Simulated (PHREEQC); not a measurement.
Solution (20 °C): 0.00801 mol/kgw Li2CO3. Closed to the air; pH follows from the charge balance.

Computed with PHREEQC (ion-association model, phreeqc.dat).

The pH comes out as 11.07 and the ionic strength comes out as 0.0231 mol/kgw. The specific conductance comes out as 1420 µS/cm and the total alkalinity is 16.0 meq/kg.

| species | molality | activity | log γ |
|---|---|---|---|
| Li+ | 0.0160 | 0.0140 | -0.059 |
| CO3-2 | 0.00707 | 0.00405 | -0.242 |
| OH- | 0.000938 | 0.000807 | -0.065 |
| HCO3- | 0.000938 | 0.000816 | -0.061 |
| CO2 | 1.66e-8 | 1.67e-8 | 0.002 |

No solid was allowed to form.
